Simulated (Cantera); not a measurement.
Input: 1 mol SiC, 0.031 mol N₂O, 470 mol H₂, at 1800 °C.

Equilibrium computed with Cantera from the NASA thermochemical tables; the gas is ideal and each condensed phase is pure. Candidate condensed phases: C, C₆H₆, C₇H₈, C₈H₁₈, H₂O, Si, SiC, SiO₂, Si₂N₂O, Si₃N₄; 151 gas species. Mutual solubility and eutectic melting of coexisting phases are not modelled. Gases not in the tables: Si₂H₆ and higher silanes. The numbers say what is thermodynamically allowed, not how fast it happens.

x: gas mole fraction; n: condensed amount in mol.

```tsv
P (Pa)	x H₂	x H	x Si	x C₂H₂ (acetylene)	x CH₄	n C(graphite)	n SiC(s)	n Si(l)
0.100	0.113	0.885	0.00112	0.000139	[?]	0.0110	0	0
1	0.443	0.554	0.00145	0.000544	[?]	0.0487	0	0
10	0.767	0.231	0.00178	0.000778	[?]	0	0	0
100	0.917	0.0797	0.00189	0.000853	[?]	0	0	0
1000	0.972	0.0260	0.00108	0.000517	[?]	0	0.395	0
10000	0.991	0.00829	0.000236	0.000110	[?]	0	0.838	0
100000	0.997	0.00263	4.78e-5	2.71e-5	[?]	0	0.916	0
1000000	0.999	0.000832	9.98e-6	6.20e-6	[?]	0	0.859	0.0263
```

Q: Some entries are withheld; supply them.

A: 
- 0.100, x CH₄: 4.50e-12
- 1, x CH₄: 6.92e-10
- 10, x CH₄: 1.88e-8
- 100, x CH₄: 2.58e-7
- 1000, x CH₄: 2.19e-6
- 10000, x CH₄: 1.04e-5
- 100000, x CH₄: 5.21e-5
- 1000000, x CH₄: 0.000250
